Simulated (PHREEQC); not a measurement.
Consider water at 25 °C with 0.066 mol/kgw NaBr, 0.0036 mol/kgw BaCl2 and 0.0024 mol/kgw KBr. Closed to the air; pH follows from the charge balance.

Computed with PHREEQC (ion-association model, wateq4f.dat).

Problem. The ionic strength comes out as 0.0792 mol/kgw. What activity coefficients do Cl-, K+, Na+, Br-, Ba+2 get?

Solution. Cl- 0.78, K+ 0.78, Na+ 0.80, Br- 0.79, Ba+2 0.40.

No solid was allowed to form. Species that the database lacks are ignored.
